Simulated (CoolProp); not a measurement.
The fluid at 392.56 K and 0.373 MPa expands adiabatically to 0.128 MPa with isentropic efficiency 0.9. The same conditions are run with several fluids, on thermodynamics alone (safety and materials aside).

Computed with CoolProp (reference Helmholtz-energy equation of state of each fluid (R407C: Lemmon 2003; R1132(E): Akasaka 2024; carbonyl sulfide: Lemmon 2006; R227EA: Lemmon 2016; CH2F2 (R32): Tillner-Roth 1997)). Blends and air are pseudo-pure fits.

Rank R407C, R1132(E), carbonyl sulfide, R227EA, CH2F2 (R32) by work (kJ/kg), highest first.

CH2F2 (R32) (54.4), carbonyl sulfide (46.7), R1132(E) (45.4), R407C (33.9), R227EA (17.5)

```csv
fluid,final temperature (K),final density (kg/m³)
R407C,354.7,3.78
R1132(E),348.2,2.86
carbonyl sulfide,327.2,2.86
R227EA,371.9,7.15
CH2F2 (R32),331.8,2.44
```
